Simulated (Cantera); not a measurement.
Charge: 1 mol toluene, 0.091 mol O2, 3.4 mol H2, held at 2173 K and 0.0133 bar.

Cantera equilibrium calculation (NASA polynomials, part measured and part estimated; ideal gas, pure solids and liquids). Candidate condensed phases: C, C6H6, C7H8, C8H18, H2O; 110 gas species. The numbers say what is thermodynamically allowed, not how fast it happens.

Base state: H2 0.934, H 0.0404, CO 0.0235, C2H2 (acetylene) 0.00206 (mole fractions); condensed: C(graphite).

Q: What changes in the equilibrium state with this change: temperature from 2173 K to 1825 K?

A: 
```tsv
species	before	after
H2	0.934	0.972
CO	0.0235	0.0240
H	0.0404	0.00376
C2H2 (acetylene)	0.00206	0.000209
C(graphite), mol	6.79	6.81
```

Q: What changes in the equilibrium state with this change: temperature from 2173 K to 500 K?

A: 
```csv
species,before,after
CH4,3.24e-6,0.801
H2,0.934,0.155
H2O,1.83e-8,0.0439
H,0.0404,<1e-9
CO,0.0235,4.80e-6
C2H2 (acetylene),0.00206,<1e-9
CO2,<1e-9,0.000186
"C(graphite), mol",6.79,3.71
```
